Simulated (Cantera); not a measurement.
A closed system holds: 1 mol PbO, 0.7 mol CO, 1.5 mol H2, 0.36 mol C, equilibrated at 1275 K and 6830 Torr.

Method: chemical equilibrium by Gibbs-energy minimisation in Cantera with the NASA 1993 tables (ideal gas, pure condensed phases). Candidate condensed phases: C, C6H6, C7H8, C8H18, H2O, Pb, PbO, PbO2, Pb3O4; 113 gas species. The numbers say what is thermodynamically allowed, not how fast it happens.

Base state: H2 0.415, CO 0.332, H2O 0.170, CO2 0.0818, CH4 0.00125, Pb 0.000207 (mole fractions); condensed: Pb(l).

Q: What changes in the equilibrium state with this change: pressure from 6830 Torr to 1.05 Torr?

A: 
```csv
species,before,after
H2,0.415,0.300
Pb,0.000207,0.281
CO,0.332,0.239
CO2,0.0818,0.0583
H2O,0.170,0.121
CH4,0.00125,<1e-9
H,1.57e-7,1.08e-5
"Pb(l), mol",0.999,0
```
